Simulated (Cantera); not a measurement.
Input: 1 mol MgCO₃, 0.2 mol O₂, 0.0003 mol N₂, held at 1000 Pa.

These are equilibrium values from Cantera (NASA tables, ideal gas, pure condensed phases), not measurements of a reactor. Candidate condensed phases: C, Mg, MgCO₃, MgO; 28 gas species. Kinetics and transport are ignored.

Question: At 1900 K, list the 6 most abundant gas species with their mole fractions, and the condensed phases.

Answer: CO₂ 0.817, O₂ 0.170, CO 0.0109, O 0.00123, N₂ 0.000207, NO 8.36e-5. Condensed: MgO(s).
